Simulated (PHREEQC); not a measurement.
Make-up at 20 °C: 0.0015 mol/kgw CuCl2, 0.00079 mol/kgw HBF4 and 0.00017 mol/kgw H3BO3. Closed to the air; pH follows from the charge balance.

Equilibrium calculation in PHREEQC: ion-association model, wateq4f.dat.

| quantity | before | after |
|---|---|---|
| pH | 2.95 | 3.63 |
| ionic strength (mol/kgw) | 0.00566 | 0.000690 |
| HF (mol/kgw) | 0.00138 | 7.49e-5 |
| F- (mol/kgw) | 0.000971 | 0.000240 |
| H3BO3 (mol/kgw) | 0.000744 | 9.59e-5 |
| BF4- (mol/kgw) | 0.000150 | 7.55e-10 |
| SI of CuF2:2H2O (CuF2:2H2O) | -4.56 | -6.64 |
| SI of Tenorite (CuO) | -4.88 | -4.43 |

Task: Name the change that produced these shifts.
A) temperature from 20 to 70 °C
B) HBF4 from 0.00079 to 0.00158 mol/kgw
C) temperature from 20 to 90 °C
D) CuCl2 from 0.0015 to 0.00075 mol/kgw
E) diluted 10-fold with water

Result: E, diluted 10-fold with water

No solid was allowed to form. Real BF4- forms and hydrolyses slowly; the run takes it at equilibrium.
